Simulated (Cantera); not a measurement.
An adiabatic, constant-volume homogeneous reactor starts with 9.09 % CH3OH, 7.57 % O2, 83.3 % N2, at 1650 K and 9.60 bar.

Detailed kinetics in Cantera: GRI-Mech 3.0 (53 species, 325 reactions). GRI-Mech 3.0 was tuned for natural gas; its chemistry of methanol as a main component is partial and can be far from experiment.

Question: Predict: time of steepest temperature rise; temperature at 4.00 s; equilibrium temperature; x(O2) at 4.00 s; x(H) at 4.00 s; x(O) at 4.00 s; x(H2) at 4.00 s; x(NO) at 4.00 s.

Answer: 
- time of steepest temperature rise: 10.5 µs
- temperature at 4.00 s: 2549 K
- equilibrium temperature: 2549 K
- x(O2) at 4.00 s: 1.85e-5 (gas-phase equilibrium 1.85e-5)
- x(H) at 4.00 s: 0.00171 (gas-phase equilibrium 0.00171)
- x(O) at 4.00 s: 1.96e-5 (gas-phase equilibrium 1.96e-5)
- x(H2) at 4.00 s: 0.0492 (gas-phase equilibrium 0.0492)
- x(NO) at 4.00 s: 0.000231 (gas-phase equilibrium 0.000231)
